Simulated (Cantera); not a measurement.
Input: 1 mol CS2, a varied amount of SO2, 0.22 mol H2, at 3523 K and 1.00 bar.

These are equilibrium values from Cantera (NASA tables, ideal gas, pure condensed phases), not measurements of a reactor. Candidate condensed phases: C, C6H6, C7H8, C8H18, H2O, H2SO4, S; 123 gas species. Rates play no part.

Q: At 0.41 mol SO2, list the 7 most abundant gas species with their mole fractions, and the condensed phases.

A: S 0.378, CO 0.270, S2 0.164, H 0.0830, CS 0.0565, SH 0.0258, H2 0.0178. Condensed: gas only.
